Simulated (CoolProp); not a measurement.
Model: reference Helmholtz-energy equation of state, Wu 2011, in CoolProp.

For dimethyl ether, give the phase and the speed of sound (m/s), Joule-Thomson coefficient (K/MPa), viscosity (µPa s) at 70.25 °C and 0.101 MPa; 117.25 °C and 0.101 MPa.


- 70.25 °C and 0.101 MPa: gas; speed of sound 262, Joule-Thomson coefficient 14.5, viscosity 10.4
- 117.25 °C and 0.101 MPa: gas; speed of sound 279, Joule-Thomson coefficient 9.58, viscosity 11.8

Viscosity comes from a separate model (Meng 2012).
